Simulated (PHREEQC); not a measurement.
Model water analysis in mg/kgw, 25 °C, pH 6.68, pe 1.3:

```json
[
 {"constituent": "Na", "mg/kgw": "3580"},
 {"constituent": "K", "mg/kgw": "144"},
 {"constituent": "Ca", "mg/kgw": "497"},
 {"constituent": "Mg", "mg/kgw": "315"},
 {"constituent": "Cl", "mg/kgw": "5600"},
 {"constituent": "S(6) as SO4", "mg/kgw": "1150"},
 {"constituent": "Alkalinity as HCO3", "mg/kgw": "2.2"},
 {"constituent": "Zn", "mg/kgw": "150"}
]
```

Valence states are taken as typed.

Computed with PHREEQC (ion-association model, wateq4f.dat).

Problem. The ionic strength comes out as 0.221 mol/kgw. What activity coefficients do ZnCl+, HCO3-, Na+, SO4-2, Cl- get?

Solution. ZnCl+ 0.71, HCO3- 0.74, Na+ 0.74, SO4-2 0.28, Cl- 0.70.

No solid was allowed to form. Species that the database lacks are ignored.
